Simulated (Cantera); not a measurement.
An isothermal plug-flow reactor at 873 K and 2.40 bar (inlet), inlet velocity 0.093 m/s, active area per volume 290 1/m; feed CH4 : O2 : N2 = 0.0064 : 0.026 : 0.79 (molar parts), equivalence ratio 0.49.

Detailed kinetics in Cantera: Deutschmann's 1995 Pt surface mechanism with GRI-Mech 3.0 gas chemistry. Catalytic surfaces can have several steady states; this one follows from the mechanism file's or the stated starting coverage. Mass transfer to the wall is taken as infinitely fast.

Predict: x(CH4) at z = 0.077 m; x(O2) at z = 0.077 m; x(H2O) at z = 0.077 m; x(CO2) at z = 0.077 m; x(CO) at z = 0.077 m; θ(free Pt) at the exit; θ(O*) at the exit; θ(OH*) at the exit.


```
Item                       Value
----------------------  --------
x(CH4) at z = 0.077 m   0.000235
x(O2) at z = 0.077 m      0.0165
x(H2O) at z = 0.077 m     0.0151
x(CO2) at z = 0.077 m    0.00753
x(CO) at z = 0.077 m     6.84e-8
θ(free Pt) at the exit     0.109
θ(O*) at the exit          0.887
θ(OH*) at the exit       0.00441
```
